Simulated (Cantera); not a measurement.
A Cantera script and what it prints.

```python
import numpy as np
import cantera as ct

gas_names = """
    CL CL2 H HCL H2 Si SiCL SiCL2 SiCL3 SiCL4 SiH SiHCL3 SiH2 SiH2CL2 SiH3 SiH3CL SiH4 Si2 Si3
""".split()
cond_names = """
    Si(cr) Si(L)
""".split()


# ... load() reads the species with a 1 bar reference pressure and builds the phases ...
atoms = {
    'SiCl4': {'Si': 1, 'CL': 4},
    'HCl': {'H': 1, 'CL': 1},
    'H2': {'H': 2},
}
top_T = {}  # K; cautious upper limits of use, not melting points


# ... equilibrate(T, P, feed) seeds the gas with the atoms and calls Mixture.equilibrate('TP', solver="vcs", rtol=1e-11, max_steps=5000) ...
results = []
feed = {'SiCl4': 1, 'HCl': 2.2, 'H2': 1}  # mol
P = 100000  # Pa
for T in [575, 675, 775, 875, 975, 1075, 1175, 1275, 1375, 1475]:
    mix = equilibrate(T, P, feed)
    results.append((T, P, feed, dict(zip(mix.species_names, mix.species_moles))))
    x = sorted(zip(gas.X, gas.species_names), reverse=True)
    print(f"T = {T:g} K  P = {P:g} Pa  gas = {mix.phase_moles(0):.4g} mol")
    print("   x: " + "  ".join(f"{s} {v:.3e}" for v, s in x if v > 1e-06))
    print("   condensed (mol): " + ("  ".join(f"{mix.phase(i).name} {mix.phase_moles(i):.4g}"
          for i in range(1, mix.n_phases) if mix.phase_moles(i) > 1e-12) or "none"))
```

It prints:

```
T = 575 K  P = 100000 Pa  gas = 4.2 mol
   x: HCL 5.238e-01  H2 2.381e-01  SiCL4 2.381e-01  SiHCL3 1.608e-06
   condensed (mol): none
T = 675 K  P = 100000 Pa  gas = 4.2 mol
   x: HCL 5.238e-01  H2 2.381e-01  SiCL4 2.381e-01  SiHCL3 1.419e-05
   condensed (mol): none
T = 775 K  P = 100000 Pa  gas = 4.2 mol
   x: HCL 5.239e-01  H2 2.380e-01  SiCL4 2.380e-01  SiHCL3 6.998e-05
   condensed (mol): none
T = 875 K  P = 100000 Pa  gas = 4.2 mol
   x: HCL 5.240e-01  H2 2.379e-01  SiCL4 2.379e-01  SiHCL3 2.363e-04  SiCL3 1.338e-06
   condensed (mol): none
T = 975 K  P = 100000 Pa  gas = 4.2 mol
   x: HCL 5.244e-01  H2 2.375e-01  SiCL4 2.375e-01  SiHCL3 6.147e-04  SiCL3 1.578e-05
   condensed (mol): none
T = 1075 K  P = 100000 Pa  gas = 4.2 mol
   x: HCL 5.252e-01  H2 2.367e-01  SiCL4 2.366e-01  SiHCL3 1.325e-03  SiCL3 1.161e-04
   condensed (mol): none
T = 1175 K  P = 100000 Pa  gas = 4.201 mol
   x: HCL 5.268e-01  H2 2.352e-01  SiCL4 2.349e-01  SiHCL3 2.474e-03  SiCL3 5.990e-04  SiCL2 1.493e-05  SiH2CL2 3.340e-06
   condensed (mol): none
T = 1275 K  P = 100000 Pa  gas = 4.206 mol
   x: HCL 5.299e-01  H2 2.323e-01  SiCL4 2.312e-01  SiHCL3 4.092e-03  SiCL3 2.336e-03  SiCL2 1.535e-04  SiH2CL2 1.004e-05
   condensed (mol): none
T = 1375 K  P = 100000 Pa  gas = 4.22 mol
   x: HCL 5.367e-01  H2 2.263e-01  SiCL4 2.228e-01  SiCL3 7.151e-03  SiHCL3 5.993e-03  SiCL2 1.055e-03  SiH2CL2 2.388e-05  CL 3.201e-06  H 1.630e-06
   condensed (mol): none
T = 1475 K  P = 100000 Pa  gas = 4.258 mol
   x: HCL 5.514e-01  H2 2.137e-01  SiCL4 2.051e-01  SiCL3 1.723e-02  SiHCL3 7.525e-03  SiCL2 4.924e-03  SiH2CL2 4.332e-05  CL 1.253e-05  H 5.996e-06
   condensed (mol): none
```

Cantera equilibrium calculation (NASA polynomials, part measured and part estimated; ideal gas, pure solids and liquids). The tables' values for SiCl3 are old estimates; treat these amounts as uncertain.
